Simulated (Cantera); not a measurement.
# Transport properties of process gases

Gas mixture: NO : N2O = 0.36 : 0.87 (molar parts), at 10.00 Torr, frozen composition.

Cantera's kinetic-theory transport with the Lennard-Jones parameters of GRI-Mech 3.0, ideal gas; thermal conductivity in the mixture-averaged form. The composition is frozen, though it would react at the higher temperatures.

| T (K) | ρ (kg/m³) | cp (J/kg/K) | μ (µPa s) | λ (mW/m/K) | Pr | D (cm²/s) CH4 | D (cm²/s) NH3 | D (cm²/s) OH |
|---|---|---|---|---|---|---|---|---|
| 400 | 0.0160 | 976.5 | 20.3 | 27.3 | 0.727 | 23.6 | 23.2 | 33.2 |
| 650 | 0.00984 | 1111 | 29.9 | 45.5 | 0.731 | 55.5 | 57.8 | 76.8 |
| 900 | 0.00711 | 1202 | 37.9 | 62.0 | 0.735 | 97.0 | 104 | 133 |
| 1150 | 0.00556 | 1256 | 45.0 | 77.0 | 0.733 | 147 | 160 | 201 |
| 1400 | 0.00457 | 1295 | 51.3 | 90.8 | 0.732 | 204 | 224 | 279 |
| 1650 | 0.00388 | 1325 | 57.3 | 104 | 0.732 | 269 | 297 | 366 |
| 1900 | 0.00337 | 1347 | 62.8 | 116 | 0.732 | 340 | 377 | 463 |
D: mixture-averaged diffusion coefficient of that species in the mixture.
